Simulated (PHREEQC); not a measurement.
Dissolve 0.084 mol/kgw HF, 0.07 mol/kgw NH4HF2 and 0.0017 mol/kgw H3PO4 at 85 °C. Closed to the air; pH follows from the charge balance.

Model: ion-association model, wateq4f.dat, run in PHREEQC.

| quantity | before | after |
|---|---|---|
| pH | 3.14 | 2.97 |
| F- (mol/kgw) | 0.0454 | 0.0242 |
| HF2- (mol/kgw) | 0.0240 | 0.0106 |
| H2F2 (mol/kgw) | 0.00371 | 0.00259 |

Which change was made?
(A) H3PO4 from 0.0017 to 0.00034 mol/kgw
(B) HF replaced by HBF4 at the same molality
(C) HF replaced by NaHF2 at the same molality
(D) temperature from 85 to 20 °C
(E) NH4HF2 from 0.07 to 0.035 mol/kgw

E, NH4HF2 from 0.07 to 0.035 mol/kgw

No solid was allowed to form. H3PO4, which wateq4f.dat lacks, is added to it with the constant of phreeqc.dat. Constants without temperature data keep their 25 °C values here.
